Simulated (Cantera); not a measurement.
## Equilibrium for carbothermic reduction: PbO + C + CO

A closed system holds: 1 mol PbO, 1.3 mol C, 2.2 mol CO, at 563 Torr.

These are equilibrium values from Cantera (NASA tables, ideal gas, pure condensed phases), not measurements of a reactor. Candidate condensed phases: C, Pb, PbO, PbO2, Pb3O4; 15 gas species. The numbers say what is thermodynamically allowed, not how fast it happens.

From 1223 K to 1723 K the condensed part is C(graphite) + Pb(l). From 1823 K to 2123 K the condensed part is C(graphite). The main Pb-bearing gas is Pb throughout.

```csv
T (K),x CO,x Pb,x CO2,x Pb2,x PbO,x C2O,n C(graphite),n Pb(l)
1223,0.989,0.00121,0.0101,5.68e-8,7.34e-10,<1e-12,0.332,0.996
1323,0.992,0.00469,0.00292,5.42e-7,2.60e-9,<1e-12,0.309,0.985
1423,0.984,0.0149,0.000989,3.73e-6,7.61e-9,<1e-12,0.303,0.951
1523,0.959,0.0407,0.000375,1.97e-5,1.90e-8,<1e-12,0.301,0.864
1623,0.902,0.0978,0.000149,8.42e-5,4.06e-8,6.23e-12,0.301,0.652
1723,0.788,0.212,5.64e-5,0.000302,7.34e-8,3.10e-11,0.300,0.138
1823,0.762,0.238,2.84e-5,0.000299,7.66e-8,1.41e-10,0.300,0
1923,0.762,0.238,1.64e-5,0.000241,7.41e-8,5.66e-10,0.300,0
2023,0.762,0.238,9.99e-6,0.000197,7.19e-8,1.98e-9,0.300,0
2123,0.762,0.238,6.42e-6,0.000164,7.00e-8,6.14e-9,0.300,0
```
x: gas mole fraction; n: condensed amount in mol.
